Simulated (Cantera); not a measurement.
Input (Python, Cantera):

```python
import numpy as np
import cantera as ct

gas = ct.Solution("gri30.yaml")
gas.TPX = 2348, 13332, {'CH4': 0.019, 'H2': 1, 'CO2': 0.0026}
reactor = ct.IdealGasConstPressureReactor(gas, energy="off", clone=False)
net = ct.ReactorNet([reactor])
net.rtol, net.atol = 1e-08, 1e-18
show = ['CH4', 'H2', 'CO2', 'O', 'H2O']
times = np.geomspace(1e-06, 200, 13)

steps = ct.SolutionArray(gas, extra=["t"])
rows = []
print(f"{'t/s':>10s}{'T/K':>9s}{'P/Pa':>11s}" + "".join(f"{s:>11s}" for s in show))
for t in times:
    while net.time < t:
        t_next = net.step()
        steps.append(gas.state, t=t_next)
    rows.append([np.interp(t, steps.t, y) for y in (steps.T, steps.P, *steps(*show).X.T)])
    print(f"{t:10.3e}{rows[-1][0]:9.1f}{rows[-1][1]:11.4g}" + "".join(f"{x:11.3e}" for x in rows[-1][2:]))
rate = np.gradient(steps.T, steps.t)
print("integrator steps:", len(steps.t))
if steps.T.max() > steps.T[0] + 200:
    print(f"time of steepest temperature rise: {steps.t[rate.argmax()]:.4e} s")
gas.TPX = 2348, 13332, {'CH4': 0.019, 'H2': 1, 'CO2': 0.0026}
gas.equilibrate("TP")
print(f"equilibrium (TP): T = {gas.T:.1f} K  " + "  ".join(f"{s} {gas[s].X[0]:.3e}" for s in show))
```

Result:

```
       t/s      T/K       P/Pa        CH4         H2        CO2          O        H2O
 1.000e-06   2348.0  1.333e+04  1.856e-02  9.788e-01  2.545e-03  6.401e-11  2.178e-08
 4.918e-06   2348.0  1.333e+04  1.846e-02  9.786e-01  2.544e-03  7.091e-11  7.293e-07
 2.418e-05   2348.0  1.333e+04  1.803e-02  9.773e-01  2.522e-03  2.664e-10  1.979e-05
 1.189e-04   2348.0  1.333e+04  1.596e-02  9.716e-01  2.095e-03  6.355e-09  4.338e-04
 5.848e-04   2348.0  1.333e+04  6.905e-03  9.625e-01  1.034e-04  9.901e-08  2.322e-03
 2.876e-03   2348.0  1.333e+04  8.010e-04  9.598e-01  1.070e-06  1.649e-07  2.075e-03
 1.414e-02   2348.0  1.333e+04  1.976e-04  9.556e-01  6.952e-07  1.132e-07  9.672e-04
 6.955e-02   2348.0  1.333e+04  4.355e-05  9.541e-01  1.637e-08  2.451e-09  1.831e-05
 3.420e-01   2348.0  1.333e+04  2.850e-05  9.541e-01  1.636e-11  2.582e-12  1.830e-08
 1.682e+00   2348.0  1.333e+04  2.850e-05  9.541e-01  1.636e-11  2.582e-12  1.830e-08
 8.270e+00   2348.0  1.333e+04  2.850e-05  9.541e-01  1.636e-11  2.582e-12  1.830e-08
 4.067e+01   2348.0  1.333e+04  2.850e-05  9.541e-01  1.636e-11  2.582e-12  1.830e-08
 2.000e+02   2348.0  1.333e+04  2.850e-05  9.541e-01  1.636e-11  2.582e-12  1.830e-08
integrator steps: 1386
equilibrium (TP): T = 2348.0 K  CH4 2.870e-05  H2 9.541e-01  CO2 1.650e-11  O 2.603e-12  H2O 1.845e-08
```

Computed with Cantera and GRI-Mech 3.0 (53 species, 325 reactions). GRI-Mech 3.0 stops at C3 and has no aromatics, soot or wall deposition, so with more carbon than oxygen in the feed, carbon stays in small species such as C2H2 where larger ones or solid carbon would form.
